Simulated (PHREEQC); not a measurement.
A solution holds 57 mmol/kgw CuCl2, at 45 °C. Closed to the air; pH follows from the charge balance.

Equilibrium calculation in PHREEQC: ion-association model, phreeqc.dat.

Each row changes one thing in this solution. Precipitation was switched off in this run.

| case | pH | ionic strength (mol/kgw) | Cl- (mol/kgw) |
|---|---|---|---|
| as made | 4.15 | 0.148 | 0.102 |
| 0.002 mol/kgw H4SiO4 added | 4.15 | 0.148 | 0.102 |
| CuCl2 replaced by MgCl2 at the same molality | 6.17 | 0.171 | 0.114 |
| 0.067 mol/kgw H2SO4 added | 1.16 | 0.227 | 0.105 |
| CuCl2 from 0.057 to 0.0513 mol/kgw | 4.17 | 0.135 | 0.0928 |

Complexes and solids missing from the database can't appear. Some of these states are supersaturated (in Quartz (slow to form), Chalcedony (slow to form), for instance). Constants without temperature data keep their 25 °C values here.
